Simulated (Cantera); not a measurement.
# Premixed flame

A freely propagating, adiabatic, planar premixed flame of H₂ : O₂ : N₂ : H₂O = 1 : 0.794 : 2.98 : 0.11 (molar parts), equivalence ratio 0.63, unburnt at 398 K and 450 Torr; mixture-averaged transport, grid criteria slope 0.08 and curve 0.16, no radiation.

Computed with Cantera and the H2/O2 subset of GRI-Mech 3.0, which has no nitrogen chemistry. Burning velocities carry a grid error of a few per cent, more on coarse grids. Lean hydrogen flames are cellular in practice and burn faster than this planar one.

| z (mm) | T (K) | u (m/s) | x H₂ | x O₂ | x H₂O | x H | x O | x HO₂ |
|---|---|---|---|---|---|---|---|---|
| -2.06 | 398 | 1.72 | 0.205 | 0.163 | 0.0225 | <1e-8 | <1e-8 | <1e-8 |
| -1.38 | 398 | 1.72 | 0.205 | 0.163 | 0.0225 | <1e-8 | <1e-8 | <1e-8 |
| -1.03 | 398 | 1.72 | 0.204 | 0.163 | 0.0225 | <1e-8 | <1e-8 | 2.90e-8 |
| -0.688 | 399 | 1.72 | 0.201 | 0.163 | 0.0227 | <1e-8 | 2.39e-8 | 1.13e-6 |
| -0.344 | 444 | 1.87 | 0.179 | 0.166 | 0.0261 | 1.10e-5 | 3.07e-6 | 0.000176 |
| -0.172 | 699 | 2.85 | 0.138 | 0.160 | 0.0536 | 0.00151 | 0.000153 | 0.000223 |
| 0 | 1064 | 4.25 | 0.0809 | 0.133 | 0.116 | 0.00921 | 0.00225 | 9.66e-5 |
| 0.172 | 1330 | 5.28 | 0.0349 | 0.0971 | 0.179 | 0.0158 | 0.00645 | 5.32e-5 |
| 0.344 | 1479 | 5.85 | 0.0173 | 0.0797 | 0.207 | 0.0151 | 0.00817 | 3.61e-5 |
| 0.688 | 1628 | 6.41 | 0.0105 | 0.0721 | 0.222 | 0.00964 | 0.00712 | 2.43e-5 |
| 1.38 | 1749 | 6.84 | 0.00698 | 0.0696 | 0.232 | 0.00448 | 0.00459 | 1.54e-5 |
| 2.75 | 1834 | 7.14 | 0.00371 | 0.0686 | 0.240 | 0.00154 | 0.00235 | 8.39e-6 |
| 5.50 | 1880 | 7.30 | 0.00155 | 0.0685 | 0.244 | 0.000395 | 0.000972 | 3.91e-6 |
x: mole fraction of selected species; z is measured from the peak of heat release.

| Item | Result |
|---|---|
| laminar burning velocity | 172 cm/s |
| thermal thickness | 0.688 mm |
| peak x(H) | 0.0162 |
| peak x(O) | 0.00822 |
| peak x(HO₂) | 0.000307 |
| grid points | 111 |
